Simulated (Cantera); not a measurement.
A closed system holds: 1 mol SiC, 0.47 mol H₂O, 120 mol N₂, equilibrated at 1.80 Pa.

Method: chemical equilibrium by Gibbs-energy minimisation in Cantera with the NASA 1993 tables (ideal gas, pure condensed phases). Candidate condensed phases: C, C₆H₆, C₇H₈, C₈H₁₈, H₂O, Si, SiC, SiO₂, Si₂N₂O, Si₃N₄; 151 gas species. N₂ is the only nitrogen source here; it is nearly inert below about 1500 K, so the nitride shown seldom forms there in practice. Mutual solubility and eutectic melting of coexisting phases are not modelled. Rates play no part.

x: gas mole fraction; n: condensed amount in mol.

| T (°C) | x N₂ | x H₂ | x CO | x SiO | x Si | n SiC(s) | n Si₂N₂O(s) |
|---|---|---|---|---|---|---|---|
| 977 | 0.993 | 0.00389 | 0.00259 | ___ | 4.28e-9 | 0.687 | 0.155 |
| 1027 | 0.993 | 0.00389 | 0.00254 | ___ | 6.77e-8 | 0.693 | 0.143 |
| 1077 | 0.993 | 0.00387 | 0.00226 | ___ | 9.02e-7 | 0.727 | 0.0755 |
| 1127 | 0.992 | 0.00385 | 0.00195 | 0.00194 | 6.19e-6 | 0.765 | 0 |
| 1177 | 0.992 | 0.00382 | 0.00195 | 0.00193 | 2.55e-5 | 0.763 | 0 |
| 1227 | 0.992 | 0.00376 | 0.00199 | 0.00190 | 9.40e-5 | 0.759 | 0 |
| 1277 | 0.992 | 0.00366 | 0.00209 | 0.00179 | 0.000307 | 0.746 | 0 |
| 1327 | 0.991 | 0.00350 | 0.00236 | ___ | 0.000847 | 0.712 | 0 |
| 1377 | 0.990 | 0.00326 | 0.00287 | ___ | 0.00186 | 0.649 | 0 |

### Question
Complete the blanks.

### Answer

- 977, x SiO: 2.42e-5
- 1027, x SiO: 0.000171
- 1077, x SiO: 0.00101
- 1327, x SiO: 0.00152
- 1377, x SiO: 0.00101
